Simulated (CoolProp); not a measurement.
Ethylbenzene along the isotherm 346.85 °C: density (kg/m³) from the reference equation and from simpler models built on Tc = 344.0 °C, pc = 36.22 bar, ω = 0.304; each cubic takes its own stable root.

Values from CoolProp's reference Helmholtz-energy equation of state, Zhou 2012.

```tsv
p (bar)	phase	reference	van der Waals	Soave-Redlich-Kwong	Peng-Robinson
8.23	gas	18.51	18.24	18.43	18.60
16.5	gas	41.45	[?]	41.02	41.84
24.7	gas	72.30	68.15	70.69	73.04
32.9	gas	126.6	113.2	119.6	125.8
41.2	supercritical	416.5	276.7	317.7	349.1
49.4	supercritical	461.4	307.9	364.8	403.3
57.6	supercritical	484.1	325.7	391.3	433.7
65.9	supercritical	[?]	338.7	411.0	456.1
74.1	supercritical	512.5	349.0	426.5	473.7
82.3	supercritical	522.7	357.6	[?]	488.5
90.6	supercritical	531.7	365.1	451.0	501.5
```

**Question.** Fill in the missing entries.

**Answer.** 
- 16.5, van der Waals: 40.12
- 65.9, reference: 500.1
- 82.3, Soave-Redlich-Kwong: 439.6
